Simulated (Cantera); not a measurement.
A closed system holds: 1 mol CS₂, 0.37 mol H₂O, held at 2950 K and 91.0 bar.

Cantera equilibrium calculation (NASA polynomials, part measured and part estimated; ideal gas, pure solids and liquids). The ideal-gas law is rough above about 30 bar. Kinetics and transport are ignored.

```json
[
 {"species": "CS₂", "before": "0.249", "after": "0.284"},
 {"species": "CO", "before": "0.203", "after": "0.207"},
 {"species": "S₂", "before": "0.201", "after": "0.192"},
 {"species": "CS", "before": "0.101", "after": "0.0738"},
 {"species": "H₂S", "before": "0.0547", "after": "0.0649"},
 {"species": "S", "before": "0.0102", "after": "0.00621"},
 {"species": "SH", "before": "0.0469", "after": "0.0390"},
 {"species": "H₂", "before": "0.125", "after": "0.124"},
 {"species": "H", "before": "0.00500", "after": "0.00302"},
 {"species": "CH₄", "before": "4.35e-5", "after": "5.95e-5"},
 {"species": "SO", "before": "1.69e-5", "after": "1.26e-5"},
 {"species": "CO₂", "before": "1.31e-5", "after": "1.62e-5"},
 {"species": "C₂H₂ (acetylene)", "before": "0.000932", "after": "0.000775"},
 {"species": "COS", "before": "0.00376", "after": "0.00446"}
]
```
Gas species are given as mole fractions.

Question: Which change was made?
A. temperature from 2950 K to 2800 K
B. H₂O from 0.37 to 0.056 mol
C. H₂O from 0.37 to 8.3 mol
D. temperature from 2950 K to 1823.15 K

Answer: A, temperature from 2950 K to 2800 K
